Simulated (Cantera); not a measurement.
Feed: 1 mol SiH4, 16 mol CO2, 54 mol H2, 35 mol N2O, equilibrated at 500 K and 0.100 bar.

Equilibrium computed with Cantera from the NASA thermochemical tables; the gas is ideal and each condensed phase is pure. Candidate condensed phases: C, C6H6, C7H8, C8H18, H2O, Si, SiC, SiO2, Si2N2O, Si3N4; 151 gas species. Kinetics and transport are ignored.

Base state: H2O 0.452, N2 0.363, CO2 0.111, CH4 0.0549, H2 0.0188, NH3 4.93e-5, CO 3.37e-5 (mole fractions); condensed: SiO2(α-quartz).

**Question.** What changes in the equilibrium state with this change: temperature from 500 K to 2023 K?

**Answer.** 
| species | before | after |
|---|---|---|
| H2O | 0.452 | 0.396 |
| N2 | 0.363 | 0.327 |
| H2 | 0.0188 | 0.125 |
| CO | 3.37e-5 | 0.0888 |
| CH4 | 0.0549 | <1e-9 |
| CO2 | 0.111 | 0.0604 |
| SiO | <1e-9 | 0.000323 |
| H | <1e-9 | 0.00212 |
| OH | <1e-9 | 0.000702 |
| NO | <1e-9 | 3.94e-5 |
| SiO2(α-quartz), mol | 1.00 | 0 |
| SiO2(l), mol | 0 | 0.965 |
The tables hold silica as quartz up to 1696 K and as liquid above; real silica turns to tridymite and cristobalite and melts near 1996 K. Gases not in the tables: Si(OH)4.

**Question.** What changes in the equilibrium state with this change: temperature from 500 K to 1423.15 K?

**Answer.** 
```json
[
 {"species": "H2O", "before": "0.452", "after": "0.378"},
 {"species": "N2", "before": "0.363", "after": "0.327"},
 {"species": "H2", "before": "0.0188", "after": "0.145"},
 {"species": "CO", "before": "3.37e-5", "after": "0.0696"},
 {"species": "CH4", "before": "0.0549", "after": "<1e-9"},
 {"species": "CO2", "before": "0.111", "after": "0.0799"},
 {"species": "NH3", "before": "4.93e-5", "after": "2.50e-7"},
 {"species": "SiO2(α-quartz), mol", "before": "1.00", "after": "0"},
 {"species": "SiO2(β-quartz), mol", "before": "0", "after": "1.00"}
]
```
The tables hold silica as quartz up to 1696 K and as liquid above; real silica turns to tridymite and cristobalite and melts near 1996 K. Gases not in the tables: Si(OH)4.
